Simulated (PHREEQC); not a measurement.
0.023 g of hydrous ferric oxide (600 m²/g; 0.2 weak and 0.005 strong sites per Fe, Dzombak-Morel constants, diffuse double layer) in 1 kg of water with 0.3 mol/kgw of an inert sodium salt and 2.4e-06 mol NiCl2 and 2.5e-07 mol SrCl2, at 25 °C; the pH is set by adding NaOH or the inert anion's acid. Oxygen is held at 0.21 atm. The system is closed to CO2. Nothing may precipitate in this run.

Base run: PHREEQC, ion-association model, wateq4f.dat. Each further column changes one thing. The table gives Ni sorbed (%).

```tsv
pH	base	no electrostatic term (-no_edl)	background salt from 0.3 to 0.03 mol/kgw	oxide from 0.023 to 0.11 g/kgw	5.6e-06 mol/kgw ZnCl2 added
3	0.0	0.0	0.0	0.0	0.0
3.67	0.0	0.0	0.0	0.0	0.0
4.33	0.0	0.0	0.0	0.0	0.0
5.67	0.5	1.0	0.5	2.5	0.5
6.33	6.4	13.2	6.7	24.9	…
7	33.5	48.1	36.0	79.0	…
7.67	69.8	79.5	75.2	…	42.0
8.33	95.2	94.0	97.3	99.8	87.0
9.67	99.9	97.4	100.0	100.0	99.8
10.33	99.9	83.9	100.0	100.0	99.8
11	99.5	35.0	99.9	100.0	98.6
```

**Question.** Complete the blanks.

**Answer.** 
- 6.33, 5.6e-06 mol/kgw ZnCl2 added: 3.4
- 7, 5.6e-06 mol/kgw ZnCl2 added: 10.5
- 7.67, oxide from 0.023 to 0.11 g/kgw: 98.0

The oxide is taken as insoluble; below pH 4 it would dissolve. In at least one series the solution becomes supersaturated in solids that the run did not let form, among them Ni(OH)2.
